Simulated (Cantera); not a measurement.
Feed: 1 mol SiH4, 2.6 mol N2, held at 773.15 K and 1.00 bar.

Equilibrium computed with Cantera from the NASA thermochemical tables; the gas is ideal and each condensed phase is pure. Candidate condensed phases: Si, Si3N4; 18 gas species. N2 is the only nitrogen source here; it is nearly inert below about 1500 K, so the nitride shown seldom forms there in practice. Kinetics and transport are ignored.

**Question.** What is the equilibrium state?

**Answer.** 
- x(H2): 0.507
- x(N2): 0.492
- x(NH3): 0.00100
- n(Si3N4(s)): 0.333 mol
- gas amount: 3.929 mol
- log10 activity of Si(s) (absent): -10.80
